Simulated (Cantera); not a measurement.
A freely propagating, adiabatic, planar premixed flame of 9.13 % CH₄, 1.19 % CO, 18.8 % O₂, 70.9 % N₂, unburnt at 448 K and 9.87 atm; multicomponent transport, grid criteria slope 0.08 and curve 0.16, no radiation.

Cantera simulation using GRI-Mech 3.0 (53 species, 325 reactions); the numbers are that mechanism's predictions, not measurements. Burning velocities carry a grid error of a few per cent, more on coarse grids.

Q: Predict: laminar burning velocity; thermal thickness; peak x(CH₂O); peak x(CH₃).

A: 
```
Item                         Result
------------------------  ---------
laminar burning velocity  30.7 cm/s
thermal thickness         0.0794 mm
peak x(CH₂O)                0.00143
peak x(CH₃)                 0.00136
```
